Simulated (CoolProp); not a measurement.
Vapour-liquid equilibrium of propane (1) + dimethyl ether (2) at 0.00381 MPa; x and y are mole fractions of (1).

Computed with CoolProp (multi-fluid Helmholtz-energy mixture model, Lemmon 2009 and Wu 2011; pair parameters Bell 2016).

Give the bubble temperature and the first vapour's composition at x = 0.05, 0.2, 0.8. Is there an azeotrope?

x = 0.05: 188.3 K, y = 0.320; x = 0.2: 182.2 K, y = 0.645; x = 0.8: 177.1 K, y = 0.887. No azeotrope shows between x = 0.05 and 0.95.

Pair parameters are fitted to limited data, so mixtures are less certain than the pure fluids.
